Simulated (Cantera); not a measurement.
Charge: 1 mol Pb, 0.35 mol N2, held at 1500 K.

Equilibrium computed with Cantera from the NASA thermochemical tables; the gas is ideal and each condensed phase is pure. Candidate condensed phases: Pb; 4 gas species. The numbers say what is thermodynamically allowed, not how fast it happens.

Q: At 0.0320 bar, list the 3 most abundant gas species with their mole fractions, and the condensed phases.

A: Pb 0.740, N2 0.259, Pb2 0.000299. Condensed: gas only.
